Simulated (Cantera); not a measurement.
An adiabatic, constant-pressure homogeneous reactor starts with H2 : O2 : N2 = 1 : 0.568 : 2.14 (molar parts), at 1023 K and 17.0 bar. Integrator tolerance rtol = 1e-08.

Model: GRI-Mech 3.0 (53 species, 325 reactions), integrated in Cantera. The hydrogen kinetics of GRI-Mech 3.0 are dated; newer H2 mechanisms differ, most at raised pressure. The pressure lies above the range GRI-Mech 3.0 was tuned for (to about 10 atm).

Task: What does this change do: initial temperature 1023 to 1575 K?

Result: 
```tsv
quantity	before	after
time of steepest temperature rise	4.33 ms	0.719 µs
temperature at 0.600 s	2776 K	3060 K
equilibrium temperature	2776 K	3060 K
x(H2) at 0.600 s	0.0105 (gas-phase equilibrium 0.0105)	0.0252 (gas-phase equilibrium 0.0252)
x(O2) at 0.600 s	0.0176 (gas-phase equilibrium 0.0176)	0.0191 (gas-phase equilibrium 0.0191)
x(NO) at 0.600 s	0.00942 (gas-phase equilibrium 0.00942)	0.0140 (gas-phase equilibrium 0.0140)
x(O) at 0.600 s	0.00160 (gas-phase equilibrium 0.00160)	0.00467 (gas-phase equilibrium 0.00467)
x(N2O) at 0.600 s	1.98e-6 (gas-phase equilibrium 1.98e-6)	2.96e-6 (gas-phase equilibrium 2.96e-6)
x(H2O) at 0.600 s	0.290 (gas-phase equilibrium 0.290)	0.261 (gas-phase equilibrium 0.261)
```
Above 3000 K some thermodynamic fits are extrapolated.
